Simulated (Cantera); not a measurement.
Nitride etching: Si₃N₄ + NF₃ + HCl

A closed system holds: 1 mol Si₃N₄, 1.1 mol NF₃, 1.6 mol HCl, held at 11.0 Pa.

These are equilibrium values from Cantera (NASA tables, ideal gas, pure condensed phases), not measurements of a reactor. Candidate condensed phases: NH₄Cl, Si, Si₃N₄; 49 gas species. The tables' values for SiF₃, SiCl₃, SiF₂ are old estimates; treat these amounts as uncertain. Rates play no part.

```tsv
T (K)	x N₂	x HCl	x SiF₄	x H₂	x SiCl₂	x SiCl₄	x SiF₃	x SiCl₃	n Si₃N₄(s)
973	0.343	0.298	0.237	0.0805	4.43e-5	0.0401	9.76e-5	0.000249	0.678
998	0.343	0.301	0.237	0.0789	0.000105	0.0392	0.000174	0.000410	0.679
1023	0.342	0.304	0.236	0.0775	0.000238	0.0382	0.000300	0.000656	0.680
1048	0.342	0.306	0.236	0.0761	0.000517	0.0372	0.000505	0.00102	0.680
1073	0.341	0.308	0.236	0.0750	0.00108	0.0360	0.000829	0.00156	0.680
1098	0.341	0.309	0.235	0.0740	0.00216	0.0344	0.00133	0.00230	0.679
1123	0.341	0.309	0.234	0.0733	0.00416	0.0324	0.00208	0.00329	0.678
1148	0.341	0.307	0.232	0.0731	0.00766	0.0296	0.00319	0.00453	0.675
1173	0.342	0.304	0.229	0.0735	0.0134	0.0259	0.00477	0.00594	0.670
1198	0.343	0.297	0.225	0.0748	0.0221	0.0213	0.00700	0.00729	0.663
1223	0.345	0.286	0.220	0.0774	0.0339	0.0161	0.0100	0.00826	0.652
1248	0.348	0.271	0.214	0.0816	0.0483	0.0109	0.0141	0.00853	0.638
1273	0.352	0.252	0.206	0.0875	0.0637	0.00664	0.0194	0.00803	0.622
```
x: gas mole fraction; n: condensed amount in mol.

From 973 K to 1273 K the condensed part is Si₃N₄(s). The main Si-bearing gas is SiF₄ throughout.
